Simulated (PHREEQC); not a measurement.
## Buffer: an equilibrium model

Dissolve 0.015 mol NaHSO4, 0.0007 mol Na2CO3 and 0.0068 mol KCl per kg of water at 23 °C. Closed to the air; pH follows from the charge balance.

Model: ion-association model, phreeqc.dat, run in PHREEQC.

Precipitation was switched off in this run.

Problem. What pH, specific conductance, ionic strength does the model give?

Solution. pH 2.10; specific conductance 5610 µS/cm; ionic strength 0.0419 mol/kgw.

Problem. In which forms is S present?

Solution. SO4-2 67 %, HSO4- 29 %, NaSO4- 2.6 %, KSO4- 1.4 % of the S.
